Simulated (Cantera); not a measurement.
## Thermodynamics of silicon nitride deposition, feed Si2Cl6 + NH3 + H2

A closed system holds: 1 mol Si2Cl6, 4.5 mol NH3, 0.7 mol H2, at 0.0100 bar.

Method: chemical equilibrium by Gibbs-energy minimisation in Cantera with the NASA 1993 tables (ideal gas, pure condensed phases). Candidate condensed phases: NH4Cl, Si, Si3N4; 28 gas species. The feed counts by its element totals alone. The tables' values for SiCl3, SiCl, SiN are old estimates; treat these amounts as uncertain. Gases not in the tables: Si2H6 and higher silanes. The numbers say what is thermodynamically allowed, not how fast it happens.

| T (°C) | log p H2 | log p HCl | log p N2 | log p SiCl2 | log p SiCl4 | n Si3N4(s) | n Si(l) |
|---|---|---|---|---|---|---|---|
| 902 | -2.35 | -2.38 | -3.00 | -5.31 | -3.58 | 0.560 | 0 |
| 1002 | -2.35 | -2.37 | -3.00 | -4.38 | -3.68 | 0.555 | 0 |
| 1102 | -2.35 | -2.40 | -2.96 | -3.67 | -3.89 | 0.502 | 0 |
| 1202 | -2.34 | -2.47 | -2.89 | -3.21 | -4.35 | 0.368 | 0 |
| 1302 | -2.32 | -2.61 | -2.82 | -2.96 | -5.04 | 0.191 | 0 |
| 1402 | -2.30 | -2.77 | -2.76 | -2.83 | -5.83 | 0.0331 | 0 |
| 1502 | -2.30 | -2.81 | -2.75 | -2.81 | -6.40 | 0 | 0.00268 |
| 1602 | -2.30 | -2.79 | -2.75 | -2.82 | -6.81 | 0 | 0.0397 |
log p: log10 of the partial pressure in bar; n: condensed amount in mol.

From 902 °C to 1402 °C the condensed part is Si3N4(s). From 1502 °C to 1602 °C the condensed part is Si(l). The main Si-bearing gas is SiCl4 at 902 °C and SiCl2 at 1602 °C. The share of Si in condensed phases is highest at 902 °C (84.0 %) and lowest at 1502 °C (0.1 %).
